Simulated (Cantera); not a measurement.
Charge: 1 mol TEOS, 0.28 mol H2O, 0.1 mol H2, equilibrated at 1423.15 K and 0.150 Torr.

Cantera equilibrium calculation (NASA polynomials, part measured and part estimated; ideal gas, pure solids and liquids). Candidate condensed phases: C, C6H6, C7H8, C8H18, H2O, Si, SiC, SiO2; 123 gas species. The feed counts by its element totals alone. The numbers say what is thermodynamically allowed, not how fast it happens.

Base state: H2 0.708, CO 0.291, SiO 0.000407, H 0.000396 (mole fractions); condensed: C(graphite) + SiC(s).

Q: What changes in the equilibrium state with this change: temperature from 1423.15 K to 648 K?

A: 
| species | before | after |
|---|---|---|
| H2 | 0.708 | 0.846 |
| CO | 0.291 | 0.0716 |
| CO2 | 2.31e-8 | 0.0450 |
| H2O | 1.27e-7 | 0.0334 |
| SiO | 0.000407 | <1e-9 |
| H | 0.000396 | <1e-9 |
| CH4 | 3.81e-7 | 0.00391 |
| C(graphite), mol | 2.73 | 6.59 |
| SiC(s), mol | 0.994 | 0 |
| SiO2(α-quartz), mol | 0 | 1.00 |

Q: What changes in the equilibrium state with this change: temperature from 1423.15 K to 750 K?

A: 
| species | before | after |
|---|---|---|
| H2 | 0.708 | 0.822 |
| CO | 0.291 | 0.172 |
| CO2 | 2.31e-8 | 0.00330 |
| SiO | 0.000407 | <1e-9 |
| H | 0.000396 | <1e-9 |
| H2O | 1.27e-7 | 0.00257 |
| CH4 | 3.81e-7 | 0.000431 |
| C(graphite), mol | 2.73 | 5.79 |
| SiC(s), mol | 0.994 | 0 |
| SiO2(α-quartz), mol | 0 | 1.00 |
